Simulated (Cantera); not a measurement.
An adiabatic, constant-volume homogeneous reactor starts with 12.2 % CO, 5.98 % H2, 17.2 % O2, 64.6 % N2, equivalence ratio 0.53, at 1000 K and 101000 Pa.

Cantera simulation using GRI-Mech 3.0 (53 species, 325 reactions); the numbers are that mechanism's predictions, not measurements.

Problem. Predict: time of steepest temperature rise; temperature at 6.00 s; equilibrium temperature; x(CO) at 6.00 s; x(H2) at 6.00 s; x(O2) at 6.00 s; x(H2O2) at 6.00 s; x(O) at 6.00 s; x(NO2) at 6.00 s; x(NO) at 6.00 s.

Solution. 
| Quantity | Result |
|---|---|
| time of steepest temperature rise | 0.404 ms |
| temperature at 6.00 s | 2508 K |
| equilibrium temperature | 2508 K |
| x(CO) at 6.00 s | 0.0107 (gas-phase equilibrium 0.0107) |
| x(H2) at 6.00 s | 0.000847 (gas-phase equilibrium 0.000847) |
| x(O2) at 6.00 s | 0.0841 (gas-phase equilibrium 0.0841) |
| x(H2O2) at 6.00 s | 1.92e-7 (gas-phase equilibrium 1.92e-7) |
| x(O) at 6.00 s | 0.00287 (gas-phase equilibrium 0.00287) |
| x(NO2) at 6.00 s | 1.18e-5 (gas-phase equilibrium 1.18e-5) |
| x(NO) at 6.00 s | 0.0139 (gas-phase equilibrium 0.0139) |
